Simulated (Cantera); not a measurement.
Input: 1 mol CaO, 11 mol HBr, 0.58 mol H2, equilibrated at 1173 K.

Equilibrium computed with Cantera from the NASA thermochemical tables; the gas is ideal and each condensed phase is pure. Candidate condensed phases: Br2, Ca, CaBr2, CaO, Ca(OH)2, H2O; 19 gas species. Kinetics and transport are ignored.

x: gas mole fraction; n: condensed amount in mol.

```json
[
 {"P (Pa)": "1", "x HBr": "0.711", "x H2O": "0.0843", "x CaBr2": "0.0843", "x H2": "0.0728", "x Br": "0.0478", "x Br2": "2.13e-5", "x H": "1.01e-5", "n CaBr2(l)": "0"},
 {"P (Pa)": "3.60", "x HBr": "0.738", "x H2O": "0.0851", "x CaBr2": "0.0851", "x H2": "0.0634", "x Br": "0.0281", "x Br2": "2.64e-5", "x H": "4.95e-6", "n CaBr2(l)": "0"},
 {"P (Pa)": "13", "x HBr": "0.755", "x H2O": "0.0857", "x CaBr2": "0.0857", "x H2": "0.0576", "x Br": "0.0158", "x Br2": "3.04e-5", "x H": "2.48e-6", "n CaBr2(l)": "0"},
 {"P (Pa)": "46", "x HBr": "0.768", "x H2O": "0.0863", "x CaBr2": "0.0825", "x H2": "0.0545", "x Br": "0.00881", "x Br2": "3.33e-5", "x H": "1.28e-6", "n CaBr2(l)": "0.0447"},
 {"P (Pa)": "170", "x HBr": "0.825", "x H2O": "0.0922", "x CaBr2": "0.0223", "x H2": "0.0559", "x Br": "0.00486", "x Br2": "3.74e-5", "x H": "6.76e-7", "n CaBr2(l)": "0.758"},
 {"P (Pa)": "600", "x HBr": "0.841", "x H2O": "0.0938", "x CaBr2": "?", "x H2": "0.0558", "x Br": "?", "x Br2": "3.91e-5", "x H": "?", "n CaBr2(l)": "0.933"},
 {"P (Pa)": "2200", "x HBr": "0.847", "x H2O": "0.0943", "x CaBr2": "?", "x H2": "0.0554", "x Br": "?", "x Br2": "3.98e-5", "x H": "?", "n CaBr2(l)": "0.982"},
 {"P (Pa)": "7700", "x HBr": "0.849", "x H2O": "0.0944", "x CaBr2": "0.000493", "x H2": "0.0552", "x Br": "0.000748", "x Br2": "4.02e-5", "x H": "9.98e-8", "n CaBr2(l)": "0.995"},
 {"P (Pa)": "28000", "x HBr": "0.850", "x H2O": "0.0945", "x CaBr2": "0.000135", "x H2": "0.0550", "x Br": "0.000393", "x Br2": "4.04e-5", "x H": "5.23e-8", "n CaBr2(l)": "0.999"},
 {"P (Pa)": "100000", "x HBr": "0.850", "x H2O": "0.0945", "x CaBr2": "3.79e-5", "x H2": "0.0550", "x Br": "0.000208", "x Br2": "4.05e-5", "x H": "2.76e-8", "n CaBr2(l)": "1.000"}
]
```

Question: Fill in the missing entries.

Answer: 
- 2200, x CaBr2: 0.00172
- 2200, x Br: 0.00139
- 2200, x H: 1.87e-7
- 600, x CaBr2: 0.00632
- 600, x Br: 0.00264
- 600, x H: 3.59e-7
